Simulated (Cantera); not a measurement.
A perfectly stirred reactor is fed with CH₄ : O₂ : N₂ : H₂ = 1 : 1.54 : 5.78 : 0.09 (molar parts), at 980000 Pa; it is adiabatic with a 448 K inlet, and is followed from long to short residence time, starting on the burning branch (τ in s: 0.067, 0.033, 0.017, 0.0083, 0.0041, 0.002, 0.001, 0.00051, 0.00025, 0.00013, 6.2e-05).

Model: GRI-Mech 3.0 (53 species, 325 reactions), integrated in Cantera.

x: mole fraction; the columns are a selection and need not sum to one.

```
τ (s)    T (K)     x CH₄      x O₂    x HO₂   x C₂H₆    x C₂H₄    x CH₂O   x N₂O
-------  -----  --------  --------  -------  -------  --------  --------  ------
0.067     2151  0.000130   4.24e-5  1.67e-8  6.05e-9   6.96e-8   9.78e-7     [?]
0.033     2151  0.000236   8.14e-5  3.19e-8  2.11e-8   2.39e-7   1.86e-6     [?]
0.017     2151  0.000402  0.000151  5.96e-8  6.54e-8   7.26e-7   3.35e-6     [?]
0.0083    2150  0.000685  0.000292  1.19e-7  2.06e-7   2.24e-6   6.20e-6     [?]
0.0041    2149   0.00109  0.000554  2.36e-7  5.80e-7   6.12e-6   1.10e-5     [?]
0.0020    2146   0.00162   0.00104  4.78e-7  1.50e-6   1.52e-5   1.92e-5     [?]
0.0010    2139   0.00226   0.00189  9.66e-7  3.48e-6   3.33e-5   3.19e-5     [?]
0.00051   2125   0.00305   0.00335  1.98e-6  7.69e-6   6.76e-5   5.15e-5     [?]
0.00025   2094   0.00427   0.00626  4.59e-6  1.89e-5  0.000144   8.69e-5     [?]
0.00013   2028   0.00672    0.0127  1.23e-5  5.84e-5  0.000346  0.000157     [?]
6.2e-5     448     0.119     0.183   <1e-12   <1e-12    <1e-12    <1e-12  <1e-12
```

**Question.** Some entries are withheld; supply them.

**Answer.** 
- 0.067, x N₂O: 7.60e-9
- 0.033, x N₂O: 1.03e-8
- 0.017, x N₂O: 1.41e-8
- 0.0083, x N₂O: 1.94e-8
- 0.0041, x N₂O: 2.51e-8
- 0.0020, x N₂O: 3.06e-8
- 0.0010, x N₂O: 3.54e-8
- 0.00051, x N₂O: 4.00e-8
- 0.00025, x N₂O: 4.75e-8
- 0.00013, x N₂O: 6.86e-8
